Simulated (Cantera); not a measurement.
**Equilibrium for calcination and drying: K2CO3 + H2O**

Input: 1 mol K2CO3, 0.39 mol H2O, at 0.00120 bar.

These are equilibrium values from Cantera (NASA tables, ideal gas, pure condensed phases), not measurements of a reactor. Candidate condensed phases: C, C6H6, C7H8, C8H18, H2O, K, KOH, KO2, K2CO3, K2O, K2O2; 116 gas species. The numbers say what is thermodynamically allowed, not how fast it happens.

From 1025 K to 1100 K the condensed part is K2CO3(s). From 1175 K to 1325 K the condensed part is K2CO3(l). From 1400 K to 2000 K nothing is condensed. The main K-bearing gas is KOH at 1025 K and K at 2000 K.

```tsv
T (K)	log p H2O	log p KOH	log p K	log p CO2	log p O2	log p CO	log p OH	log p O	n K2CO3(s)	n K2CO3(l)
1025	-2.95	-4.23	-7.48	-4.53	-8.03	-10.37	-9.55	-13.50	0.990	0
1100	-3.05	-3.68	-6.44	-3.98	-7.04	-9.33	-8.78	-12.12	0.959	0
1175	-3.38	-3.29	-5.52	-3.58	-6.12	-8.54	-8.22	-10.90	0	0.850
1250	-4.15	-3.14	-4.67	-3.43	-5.27	-8.06	-7.97	-9.80	0	0.664
1325	-5.33	-3.19	-3.88	-3.41	-4.48	-7.77	-7.97	-8.80	0	0.536
1400	-6.52	-3.55	-3.35	-3.44	-3.96	-7.47	-8.09	-8.00	0	0
1475	-5.79	-3.55	-3.35	-3.44	-3.96	-6.94	-7.42	-7.52	0	0
1550	-5.18	-3.57	-3.35	-3.44	-3.95	-6.47	-6.83	-7.08	0	0
1625	-4.72	-3.62	-3.33	-3.45	-3.93	-6.05	-6.34	-6.68	0	0
1700	-4.42	-3.72	-3.30	-3.46	-3.90	-5.68	-5.95	-6.30	0	0
1775	-4.24	-3.85	-3.28	-3.48	-3.88	-5.34	-5.65	-5.96	0	0
1850	-4.13	-4.00	-3.26	-3.50	-3.85	-5.04	-5.39	-5.64	0	0
1925	-4.07	-4.17	-3.25	-3.52	-3.83	-4.77	-5.18	-5.35	0	0
2000	-4.05	-4.34	-3.24	-3.55	-3.81	-4.52	-5.00	-5.08	0	0
```
log p: log10 of the partial pressure in bar; n: condensed amount in mol.
